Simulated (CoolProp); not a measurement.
Vapour-liquid equilibrium of R134a (1) + R1234ze(E) (2) at -51.05 °C; x and y are mole fractions of (1).

Values from CoolProp's multi-fluid Helmholtz-energy mixture model, Tillner-Roth 1994 and Thol 2016; pair parameters Bell 2022.

Q: Give the bubble pressure and the first vapour's composition at x = 0.275, 0.5, 0.65. Is there an azeotrope?

A: x = 0.275: 0.02331 MPa, y = 0.372; x = 0.5: 0.02521 MPa, y = 0.579; x = 0.65: 0.02616 MPa, y = 0.704. No azeotrope shows between x = 0.05 and 0.95.

Pair parameters are fitted to limited data, so mixtures are less certain than the pure fluids.
